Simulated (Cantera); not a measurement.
## Thermodynamics of hydrogen reduction and annealing atmospheres, feed CuO + H2 + N2 + O2

A closed system holds: 1 mol CuO, 930 mol H2, 1.2 mol N2, 0.0014 mol O2, held at 47.0 mbar.

These are equilibrium values from Cantera (NASA tables, ideal gas, pure condensed phases), not measurements of a reactor. Candidate condensed phases: Cu, CuO, Cu(OH)2, Cu2O, H2O; 27 gas species. Rates play no part.

From 1475 K to 1575 K the condensed part is Cu(l). From 1625 K to 2025 K nothing is condensed. The main Cu-bearing gas is Cu throughout.

| T (K) | x H2 | x H | x N2 | x H2O | x Cu | n Cu(l) |
|---|---|---|---|---|---|---|
| 1475 | 0.997 | 5.97e-5 | 0.00129 | 0.00108 | 0.000114 | 0.894 |
| 1525 | 0.997 | 0.000109 | 0.00129 | 0.00108 | 0.000265 | 0.753 |
| 1575 | 0.997 | 0.000191 | 0.00129 | 0.00108 | 0.000582 | 0.457 |
| 1625 | 0.996 | 0.000325 | 0.00129 | 0.00108 | 0.00107 | 0 |
| 1675 | 0.996 | 0.000535 | 0.00129 | 0.00108 | 0.00107 | 0 |
| 1725 | 0.996 | 0.000855 | 0.00129 | 0.00108 | 0.00107 | 0 |
| 1775 | 0.995 | 0.00133 | 0.00129 | 0.00107 | 0.00107 | 0 |
| 1825 | 0.995 | 0.00203 | 0.00129 | 0.00107 | 0.00107 | 0 |
| 1875 | 0.994 | 0.00301 | 0.00129 | 0.00107 | 0.00107 | 0 |
| 1925 | 0.992 | 0.00439 | 0.00128 | 0.00107 | 0.00107 | 0 |
| 1975 | 0.990 | 0.00628 | 0.00128 | 0.00107 | 0.00107 | 0 |
| 2025 | 0.988 | 0.00882 | 0.00128 | 0.00107 | 0.00107 | 0 |
x: gas mole fraction; n: condensed amount in mol.
